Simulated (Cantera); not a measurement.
Input: 1 mol C₂F₆, 0.3 mol H₂, 1.7 mol CH₄, held at 82.5 Torr.

Cantera equilibrium calculation (NASA polynomials, part measured and part estimated; ideal gas, pure solids and liquids). Candidate condensed phases: C, C₆H₆, C₇H₈, C₈H₁₈; 95 gas species. The feed counts by its element totals alone. Equilibrium is a limit: real reactors are often held back by kinetics, nucleation or transport.

**Question.** At 2450 °C, list the 6 most abundant gas species with their mole fractions, and the condensed phases.

**Answer.** HF 0.869, H₂ 0.0752, H 0.0512, F 0.00211, C₂H₂ (acetylene) 0.00192, C₂H 0.000145. Condensed: C(graphite).
